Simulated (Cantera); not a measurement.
**Fluorocarbon and chlorocarbon gases: CHF3 + F2 + H2**

Charge: 1 mol CHF3, 0.94 mol F2, 7.9 mol H2.

Equilibrium computed with Cantera from the NASA thermochemical tables; the gas is ideal and each condensed phase is pure. Candidate condensed phases: C, C6H6, C7H8, C8H18; 95 gas species. Equilibrium is a limit: real reactors are often held back by kinetics, nucleation or transport.

Q: Map the stable condensed phases over T = 1575, 1675, 1775, 1875, 1975, 2075, 2175, 2275, 2375, 2475, 2575, 2675, 2775, 2875 K and P in Pa = 1, 3.6, 13, 46, 170, 600, 2200, 7700, 28000, 100000.

A: 
```
T in K \ P in Pa
              1    3.6     13     46    170    600   2200   7700  28000 100000
   2875       A      A      A      A      A      B      B      B      B      B
   2775       A      A      A      A      B      B      B      B      B      B
   2675       A      A      A      B      B      B      B      B      B      B
   2575       A      A      B      B      B      B      B      B      B      B
   2475       A      B      B      B      B      B      B      B      B      B
   2375       B      B      B      B      B      B      B      B      B      B
   2275       B      B      B      B      B      B      B      B      B      B
   2175       B      B      B      B      B      B      B      B      B      B
   2075       B      B      B      B      B      B      B      B      B      B
   1975       B      B      B      B      B      B      B      B      B      B
   1875       B      B      B      B      B      B      B      B      B      B
   1775       B      B      B      B      B      B      B      B      B      B
   1675       B      B      B      B      B      B      B      B      B      B
   1575       B      B      B      B      B      B      B      B      B      B
```
A: gas only; B: C.
